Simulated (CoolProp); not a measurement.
Vapour-liquid equilibrium of dimethyl carbonate (1) + n-octane (2) at 0.0241 MPa; x and y are mole fractions of (1).

Values from CoolProp's multi-fluid Helmholtz-energy mixture model, Zhou 2011 and Beckmüller 2019; pair parameters Bell 2016.

Q: Give the bubble temperature and the first vapour's composition at x = 0.2, 0.65, 0.8. Is there an azeotrope?

A: x = 0.2: 328.3 K, y = 0.700; x = 0.65: 322.8 K, y = 0.802; x = 0.8: 322.5 K, y = 0.824. y crosses x between x = 0.8 and 0.95: the model has an azeotrope there.

Pair parameters are fitted to limited data, so mixtures are less certain than the pure fluids. With so large a gap from Raoult's law the liquid may split in two, which this calculation doesn't test in full.
